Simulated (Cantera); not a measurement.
Input: 1 mol Ti(OiPr)4, 0.11 mol CH4, 18 mol H2, at 1.00 bar.

Equilibrium computed with Cantera from the NASA thermochemical tables; the gas is ideal and each condensed phase is pure. Candidate condensed phases: C, C6H6, C7H8, C8H18, H2O, Ti, TiC, TiO, TiO2, Ti2O3, Ti3O5, Ti4O7; 113 gas species. The feed counts by its element totals alone. TiC: taken at fixed stoichiometry. Equilibrium is a limit: real reactors are often held back by kinetics, nucleation or transport.

Task: Which condensed phases are stable at each of these points (T (K)): 1350, 1450, 1550, 1650, 1750, 1850, 1950, 2050, 2150?

Result: 
```
T (K)        condensed phases  Ti condensed (%)
-----  ----------------------  ----------------
1350   C(graphite) + Ti3O5(s)             100.0
1450     C(graphite) + TiC(s)             100.0
1550     C(graphite) + TiC(s)             100.0
1650     C(graphite) + TiC(s)             100.0
1750     C(graphite) + TiC(s)             100.0
1850     C(graphite) + TiC(s)             100.0
1950     C(graphite) + TiC(s)             100.0
2050     C(graphite) + TiC(s)             100.0
2150     C(graphite) + TiC(s)             100.0
```

At 1350 K the condensed part is C(graphite) + Ti3O5(s). From 1450 K to 2150 K the condensed part is C(graphite) + TiC(s).
